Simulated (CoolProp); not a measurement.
A simple Rankine cycle with dimethyl ether: condensing at 312.15 K, boiler at 3.79 MPa, turbine inlet 395.9 K, turbine efficiency 0.75, pump efficiency 0.7, no recuperator. Each further row changes one setting.

The numbers come from the reference Helmholtz-energy equation of state, Wu 2011 in CoolProp.

```
case                             thermal efficiency (%)  net work (kJ/kg)  heat in (kJ/kg)  turbine exit temperature (K)  volume ratio over the turbine
-------------------------------  ----------------------  ----------------  ---------------  ----------------------------  -----------------------------
as stated                                          10.6              47.5              451                         325.7                           4.76
turbine inlet 415.9 K                              11.0              55.1              502                         350.7                           4.53
condensing temperature 304.15 K                    11.7              55.1              470                         317.9                           5.88
boiler pressure 2.65 MPa                            8.8              42.9              487                         348.9                           3.09
turbine efficiency 0.65                             9.0              40.3              451                         329.7                           4.85
```
